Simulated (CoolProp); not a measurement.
A simple Rankine cycle with water: condensing at 313.15 K, boiler at 0.123 MPa, turbine inlet 528.7 K, turbine efficiency 0.75, pump efficiency 0.7, no recuperator. Each further row changes one setting.

Values from CoolProp's reference Helmholtz-energy equation of state, Wagner 2002.

```tsv
case	thermal efficiency (%)	net work (kJ/kg)	heat in (kJ/kg)	turbine exit temperature (K)	volume ratio over the turbine
as stated	13.4	378	2820	330.5	10.4
turbine inlet 548.7 K	13.7	391	2860	344.9	10.5
condensing temperature 305.15 K	14.8	423	2850	306.7	15.0
boiler pressure 0.0861 MPa	12.1	340	2820	351.2	7.75
turbine efficiency 0.65	11.6	328	2820	357.0	11.3
```
